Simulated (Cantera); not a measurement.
What does this Cantera script print?

```python
import numpy as np
import cantera as ct

surf = ct.Interface("ptcombust.yaml", "Pt_surf")
gas = surf.adjacent["gas"]
gas.TPX = 925, 130000, {'H2': 0.012, 'O2': 0.15, 'N2': 0.79}
surf.TP = 925, 130000
reactor = ct.FlowReactor(gas, clone=False)
reactor.area = 0.0001  # m2
reactor.surface_area_to_volume_ratio = 220  # 1/m
reactor.mass_flow_rate = 0.8 * reactor.area * gas.density  # inlet velocity 0.8 m/s
reactor.energy_enabled = False
wall = ct.ReactorSurface(surf, reactor, clone=False)
net = ct.ReactorNet([reactor])
net.rtol, net.atol = 1e-8, 1e-16
show, cover = ['H2', 'O2', 'H2O'], ['PT(S)', 'H(S)', 'O(S)', 'OH(S)', 'CO(S)', 'C(S)']

rows = []
print(f"{'z/m':>9s}{'u/(m/s)':>9s}" + "".join(f"{s:>13s}" for s in show + cover))
for z in [0.00037, 0.0008, 0.0017, 0.0037, 0.008, 0.017, 0.037]:
    net.advance(z)
    rows.append([reactor.speed, *gas[show].X, *surf[cover].coverages])
    print(f"{z:9.4g}{rows[-1][0]:9.3g}" + "".join(f"{x:13.4e}" for x in rows[-1][1:]))
```

Output:

```
      z/m  u/(m/s)           H2           O2          H2O        PT(S)         H(S)         O(S)        OH(S)        CO(S)         C(S)
  0.00037    0.798   6.9867e-03   1.5518e-01   5.6539e-03   1.3931e-01   1.3741e-07   8.5844e-01   2.2433e-03  -1.4713e-28  -7.5538e-31
   0.0008    0.797   4.0070e-03   1.5392e-01   8.6525e-03   1.1964e-01   1.0830e-07   8.7809e-01   2.2714e-03  -5.6394e-27  -2.2306e-29
   0.0017    0.796   1.4542e-03   1.5284e-01   1.1221e-02   1.0572e-01   8.8487e-08   8.9200e-01   2.2832e-03  -3.9824e-27  -1.7851e-29
   0.0037    0.795   1.8463e-04   1.5230e-01   1.2499e-02   9.9692e-02   8.0123e-08   8.9802e-01   2.2864e-03   1.4711e-28   6.7473e-31
    0.008    0.795   2.4404e-06   1.5222e-01   1.2682e-02   9.8872e-02   7.8995e-08   8.9884e-01   2.2868e-03   1.0210e-28   4.5538e-31
    0.017    0.795   2.9429e-10   1.5222e-01   1.2685e-02   9.8861e-02   7.8980e-08   8.9885e-01   2.2868e-03   4.3667e-29   1.6134e-31
    0.037    0.795   4.4051e-12   1.5222e-01   1.2685e-02   9.8861e-02   7.8980e-08   8.9885e-01   2.2868e-03  -4.0939e-28   4.0298e-31
```

Computed with Cantera and Deutschmann's 1995 Pt surface mechanism with GRI-Mech 3.0 gas chemistry. Catalytic surfaces can have several steady states; this one follows from the mechanism file's or the stated starting coverage. Mass transfer to the wall is taken as infinitely fast.
